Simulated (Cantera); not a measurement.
## Stirred combustor or abatement burner

A perfectly stirred reactor is fed with 5.56 % C3H8, 19.9 % O2, 74.6 % N2, equivalence ratio 1.4, at 0.592 atm; it is adiabatic with a 650 K inlet, and is followed from long to short residence time, starting on the burning branch (τ in s: 0.33, 0.086, 0.022, 0.0058, 0.0015, 0.00039, 0.0001, 2.6e-05, 6.8e-06).

Model: GRI-Mech 3.0 (53 species, 325 reactions), integrated in Cantera. GRI-Mech 3.0 was tuned for natural gas; its chemistry of propane as a main component is partial and can be far from experiment.

```tsv
τ (s)	T (K)	x C3H8	x O2	x H2O	x C2H4	x CH2O	x CH3	x CH2
0.33	2278	7.39e-8	0.000120	0.147	3.16e-7	2.50e-7	2.74e-6	1.93e-7
0.086	2266	2.42e-7	0.000226	0.146	9.01e-7	6.92e-7	6.94e-6	5.59e-7
0.022	2245	7.71e-7	0.000468	0.144	2.42e-6	1.83e-6	1.67e-5	1.49e-6
0.0058	2220	2.44e-6	0.000934	0.142	6.62e-6	4.99e-6	4.30e-5	3.92e-6
0.0015	2192	8.53e-6	0.00193	0.141	2.14e-5	1.56e-5	0.000129	1.14e-5
0.00039	2150	3.40e-5	0.00492	0.139	8.72e-5	5.54e-5	0.000436	3.58e-5
0.00010	1983	0.000225	0.0200	0.132	0.000750	0.000253	0.00169	0.000101
2.6e-5	650	0.0556	0.199	<1e-12	<1e-12	<1e-12	<1e-12	<1e-12
6.8e-6	650	0.0556	0.199	<1e-12	<1e-12	<1e-12	<1e-12	<1e-12
```
x: mole fraction; the columns are a selection and need not sum to one.
